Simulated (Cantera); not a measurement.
## Boron, boron nitride and boron oxide: B + H₂ + N₂

Input: 1 mol B, 46 mol H₂, 45 mol N₂, at 2023 K.

Cantera equilibrium calculation (NASA polynomials, part measured and part estimated; ideal gas, pure solids and liquids). Candidate condensed phases: B, BN; 15 gas species. The tables' values for BH₂ are old estimates; treat these amounts as uncertain. Kinetics and transport are ignored.

| P (Pa) | log p H₂ | log p N₂ | log p H | log p B | n B(s) | n BN(s) |
|---|---|---|---|---|---|---|
| 10 | -4.38 | -4.33 | -4.91 | -6.71 | 0.786 | 0 |
| 37 | -3.77 | -3.75 | -4.61 | -6.72 | 0 | 0.928 |
| 140 | -3.17 | -3.17 | -4.31 | -7.02 | 0 | 0.981 |
| 520 | -2.59 | -2.60 | -4.02 | -7.30 | 0 | 0.993 |
| 1900 | -2.02 | -2.03 | -3.73 | -7.59 | 0 | 0.997 |
| 7200 | -1.44 | -1.45 | -3.44 | -7.88 | 0 | 0.998 |
| 27000 | -0.86 | -0.88 | -3.15 | -8.16 | 0 | 0.999 |
| 100000 | -0.29 | -0.31 | -2.87 | -8.45 | 0 | 1.000 |
log p: log10 of the partial pressure in bar; n: condensed amount in mol.

At 0.000100 bar the condensed part is B(s). From 0.000370 bar to 1.00 bar the condensed part is BN(s). The share of B in condensed phases is highest at 1.00 bar (100.0 %) and lowest at 0.000100 bar (78.6 %).
